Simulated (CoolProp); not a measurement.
Model: reference Helmholtz-energy equation of state, McLinden 2015, in CoolProp.

Q: Give the vapour pressure (kPa), liquid density (kg/m³), vapour density (kg/m³), liquid cp (kJ/(kg K)) of saturated the fluoroketone C6F12O (FK-5-1-12) at -10.85, 51.05 °C.

A: 
```json
[
 {"T (°C)": "-10.85", "p (kPa)": "6.84", "liquid density (kg/m³)": "1710", "vapour density (kg/m³)": "1.000", "liquid cp (kJ/(kg K))": "1.09"},
 {"T (°C)": "51.05", "p (kPa)": "109", "liquid density (kg/m³)": "1520", "vapour density (kg/m³)": "13.7", "liquid cp (kJ/(kg K))": "1.12"}
]
```
